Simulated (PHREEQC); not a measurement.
Consider water at 17 °C with 0.034 mol CuCl2, 0.0019 mol HCl and 1.15 mol NaCl per kg of water. Closed to the air; pH follows from the charge balance.

Computed with PHREEQC (ion-association model, phreeqc.dat).

Task: The ionic strength comes out as 1.23 mol/kgw. What activity coefficients do Cu+2, H+, Na+, Cl-, CuCl3- get?

Result: Cu+2 0.20, H+ 0.74, Na+ 0.75, Cl- 0.60, CuCl3- 0.59.

No solid was allowed to form. The ionic strength is past about 0.7 mol/kgw, beyond the range of this activity model, so the values are rough. Complexes and solids missing from the database can't appear.
